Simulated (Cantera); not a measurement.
Input: 1 mol C, 0.11 mol NH3, 28 mol H2, at 22.5 Torr.

These are equilibrium values from Cantera (NASA tables, ideal gas, pure condensed phases), not measurements of a reactor. Candidate condensed phases: C, C6H6, C7H8, C8H18; 92 gas species. The numbers say what is thermodynamically allowed, not how fast it happens. All values below are at 2102 °C.

Base state: H2 0.914, H 0.0778, C2H2 (acetylene) 0.00567, HCN 0.00155, N2 0.00102, HNC 0.000156, C2H 2.62e-5, C4H2 1.45e-5 (mole fractions); condensed: C(graphite).

Task: What changes in the equilibrium state with this change: C replaced by toluene?

Result: 
```tsv
species	before	after
H2	0.914	0.914
H	0.0778	0.0778
C2H2 (acetylene)	0.00567	0.00568
N2	0.00102	0.000854
HCN	0.00155	0.00142
HNC	0.000156	0.000143
C4H2	1.45e-5	1.45e-5
C(graphite), mol	0.612	6.56
```
